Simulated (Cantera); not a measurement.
Standard-state values (1 bar) from the NASA 1993 polynomials, evaluated with Cantera. Values are per mole of reaction as written; species without (g) are pure solids or liquids, kept so even where they would boil at 1 bar.

2 Ti + O₂(g) → 2 TiO(g)

| T (K) | ΔH° (kJ) | ΔS° (J/K) | ΔG° (kJ) | log10 K | condensed phases |
|---|---|---|---|---|---|
| 300 | (withheld) | (withheld) | (withheld) | (withheld) | Ti(α) |
| 1375 | (withheld) | (withheld) | (withheld) | (withheld) | Ti(β) |
| 1450 | 77.3 | 163.5 | -159.9 | 5.76 | Ti(β) |
| 1525 | 75.4 | 162.3 | -172.1 | 5.89 | Ti(β) |
| 1600 | 73.3 | 160.9 | -184.2 | 6.01 | Ti(β) |
| 1675 | 71.0 | 159.5 | -196.2 | 6.12 | Ti(β) |
| 1750 | (withheld) | (withheld) | (withheld) | (withheld) | Ti(β) |
| 1825 | 65.9 | 156.6 | -219.9 | 6.29 | Ti(β) |
| 1900 | (withheld) | (withheld) | (withheld) | (withheld) | Ti(β) |

Question: Complete the blanks.

Answer: 
- 300, ΔH° (kJ): 108.8
- 300, ΔS° (J/K): 200.3
- 300, ΔG° (kJ): 48.7
- 300, log10 K: -8.48
- 1375, ΔH° (kJ): 79.0
- 1375, ΔS° (J/K): 164.8
- 1375, ΔG° (kJ): -147.6
- 1375, log10 K: 5.61
- 1750, ΔH° (kJ): 68.5
- 1750, ΔS° (J/K): 158.1
- 1750, ΔG° (kJ): -208.1
- 1750, log10 K: 6.21
- 1900, ΔH° (kJ): 63.0
- 1900, ΔS° (J/K): 155.1
- 1900, ΔG° (kJ): -231.6
- 1900, log10 K: 6.37
